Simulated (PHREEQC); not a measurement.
Make-up at 25 °C: 0.0032 mol/kgw NaHSO4 and 0.028 mol/kgw NaCl. Closed to the air; pH follows from the charge balance.

Model: Pitzer model, pitzer.dat, run in PHREEQC.

**Question.** The ionic strength comes out as 0.0369 mol/kgw. What activity coefficients do H+, HSO4-, Cl-, SO4-2, Na+ get?

**Answer.** H+ 0.84, HSO4- 0.84, Cl- 0.83, SO4-2 0.46, Na+ 0.84. Single-ion values are on the MacInnes scale.

This is a speciation only: nothing precipitates in the calculation.
